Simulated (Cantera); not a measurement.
A closed system holds: 1 mol Si, 1.6 mol N2O, 82 mol N2, equilibrated at 0.100 bar.

Cantera equilibrium calculation (NASA polynomials, part measured and part estimated; ideal gas, pure solids and liquids). Candidate condensed phases: Si, SiO2, Si2N2O, Si3N4; 16 gas species. Mutual solubility and eutectic melting of coexisting phases are not modelled. The tables hold silica as quartz up to 1696 K and as liquid above; real silica turns to tridymite and cristobalite and melts near 1996 K. Kinetics and transport are ignored.

x: gas mole fraction; n: condensed amount in mol.

```tsv
T (K)	x N2	x SiO	x SiO2	x NO	x O	x O2	x Si	n SiO2(β-quartz)	n Si2N2O(s)	n SiO2(condensed)
1275	1.00	3.86e-8	<1e-12	<1e-12	<1e-12	<1e-12	<1e-12	0.733	0.133	0
1375	1.000	1.23e-6	<1e-12	<1e-12	<1e-12	<1e-12	<1e-12	0.733	0.133	0
1475	1.000	2.42e-5	9.56e-12	3.83e-12	<1e-12	<1e-12	3.18e-12	0.733	0.133	0
1575	1.000	0.000324	2.04e-10	2.76e-11	<1e-12	<1e-12	1.68e-10	0.724	0.124	0
1675	0.997	?	3.00e-9	?	?	<1e-12	?	?	?	0
1775	0.995	0.00476	3.16e-8	3.53e-9	1.14e-10	<1e-12	5.00e-9	0	0	0.600
1875	0.995	0.00476	2.55e-7	?	?	?	?	0	0	0.600
1975	0.995	0.00476	1.65e-6	1.34e-6	1.34e-7	5.88e-9	1.11e-9	0	0	0.600
```

### Question
What belongs in the gaps?

### Answer

- 1875, x NO: 8.11e-8
- 1875, x O: 4.74e-9
- 1875, x O2: 3.89e-11
- 1875, x Si: 2.25e-9
- 1675, x SiO: 0.00316
- 1675, x NO: 1.57e-10
- 1675, x O: 2.62e-12
- 1675, x Si: 5.47e-9
- 1675, n SiO2(β-quartz): 0.645
- 1675, n Si2N2O(s): 0.0451
